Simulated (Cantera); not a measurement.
Ignition delay

Mixture: CO : H₂ : CH₄ : O₂ : N₂ = 1 : 1.4 : 0.077 : 1.85 : 5.75 (molar parts), equivalence ratio 0.73, at 1.00 bar, adiabatic and at constant volume. Ignition delay is the time to a rise of 400 K.

Detailed kinetics in Cantera: GRI-Mech 3.0 (53 species, 325 reactions). Where the delays flatten at high temperature, the 400 K rule measures the pace of heat release, not the induction time.

```json
[
 {"T0 (K)": "1125", "delay (ms)": "0.0850"},
 {"T0 (K)": "1225", "delay (ms)": "0.0463"},
 {"T0 (K)": "1325", "delay (ms)": "0.0300"},
 {"T0 (K)": "1425", "delay (ms)": "0.0218"},
 {"T0 (K)": "1525", "delay (ms)": "0.0174"},
 {"T0 (K)": "1625", "delay (ms)": "0.0151"},
 {"T0 (K)": "1725", "delay (ms)": "0.0140"}
]
```
